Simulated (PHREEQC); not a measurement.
## Acid mine or pickling water

Synthetic water in mmol/kgw, 25 °C, pH 2.49, pe 9.7:

```tsv
constituent	mmol/kgw
Na	19.8
K	3.74
Ca	4.34
Mg	5.46
Cl	14.6
S(6)	16.7
Cu(2)	0.0929
```

Valence states are taken as typed.

Computed with PHREEQC (ion-association model, phreeqc.dat).

Precipitation was switched off in this run.

**Question.** What ionic strength, specific conductance does the model give?

**Answer.** ionic strength 0.0575 mol/kgw; specific conductance 5160 µS/cm.

**Question.** In which forms is Mg present?

**Answer.** Mg+2 65 %, MgSO4 35 % of the Mg.
